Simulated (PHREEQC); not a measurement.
0.39 g of hydrous ferric oxide (600 m²/g; 0.2 weak and 0.005 strong sites per Fe, Dzombak-Morel constants, diffuse double layer) in 1 kg of water with 0.1 mol/kgw of an inert sodium salt, at 25 °C; the pH is set by adding NaOH or the inert anion's acid. Oxygen alone is held at its pressure in air (log pO2 = -0.68). The system is closed to CO2. Precipitation was switched off in this run.

All values are PHREEQC results (ion-association model, wateq4f.dat), not measurements.

| pH | surface charge σ (C/m²) | surface potential ψ (mV) |
|---|---|---|
| 4 | 0.321 | 146 |
| 4.67 | 0.253 | 135 |
| 5.33 | 0.177 | 116 |
| 6 | 0.111 | 93 |
| 6.67 | 0.063 | 67 |
| 7.33 | 0.029 | 37 |
| 8 | 0.004 | 5 |
| 8.67 | -0.020 | -27 |
| 9.33 | -0.051 | -57 |
| 10 | -0.094 | -85 |
| 10.67 | -0.154 | -109 |
| 11.33 | -0.229 | -129 |
| 12 | -0.307 | -141 |
